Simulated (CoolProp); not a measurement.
A closed Brayton cycle with carbon dioxide: compressor inlet 327.15 K and 8.3 MPa, high pressure 18.2 MPa, turbine inlet 875 K, compressor efficiency 0.89, turbine efficiency 0.9, recuperator effectiveness 0.8 (on enthalpy, no pinch check). Each further row changes one setting.

Values from CoolProp's reference Helmholtz-energy equation of state, Span 1996.

```json
[
 {"case": "as stated", "thermal efficiency (%)": "27.8", "net work (kJ/kg)": "73.7", "compressor to turbine work": "0.34", "compressor exit (K)": "392.5", "turbine exit (K)": "777.1"},
 {"case": "turbine inlet 825 K", "thermal efficiency (%)": "27.0", "net work (kJ/kg)": "66.8", "compressor to turbine work": "0.36", "compressor exit (K)": "392.5", "turbine exit (K)": "730.6"},
 {"case": "compressor inlet 337.15 K", "thermal efficiency (%)": "27.2", "net work (kJ/kg)": "69.1", "compressor to turbine work": "0.38", "compressor exit (K)": "406.6", "turbine exit (K)": "777.1"},
 {"case": "high pressure 15.5 MPa", "thermal efficiency (%)": "25.0", "net work (kJ/kg)": "60.7", "compressor to turbine work": "0.32", "compressor exit (K)": "378.9", "turbine exit (K)": "796.7"},
 {"case": "recuperator effectiveness 0.5", "thermal efficiency (%)": "18.5", "net work (kJ/kg)": "73.7", "compressor to turbine work": "0.34", "compressor exit (K)": "392.5", "turbine exit (K)": "777.1"}
]
```
